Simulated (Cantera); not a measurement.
Charge: 1 mol Si₃N₄, 0.1 mol O₂, 620 mol H₂, equilibrated at 10.0 Torr.

Method: chemical equilibrium by Gibbs-energy minimisation in Cantera with the NASA 1993 tables (ideal gas, pure condensed phases). Candidate condensed phases: H₂O, Si, SiO₂, Si₂N₂O, Si₃N₄; 35 gas species. Mutual solubility and eutectic melting of coexisting phases are not modelled. Gases not in the tables: Si₂H₆ and higher silanes. Rates play no part.

### Question
What share of the Si ends up in condensed phases as a function of T (K), at 1323, 1398, 1473, 1548, 1623, 1698, 1773, 1848, 1923, 1998?

### Answer
```tsv
T (K)	Si condensed (%)	as
1323	100.0	Si₂N₂O(s) + Si₃N₄(s)
1398	99.9	Si(s) + Si₂N₂O(s) + Si₃N₄(s)
1473	99.3	Si(s) + Si₂N₂O(s) + Si₃N₄(s)
1548	93.2	Si(s)
1623	92.9	Si(s)
1698	91.8	Si(l)
1773	88.9	Si(l)
1848	81.3	Si(l)
1923	62.1	Si(l)
1998	16.9	Si(l)
```
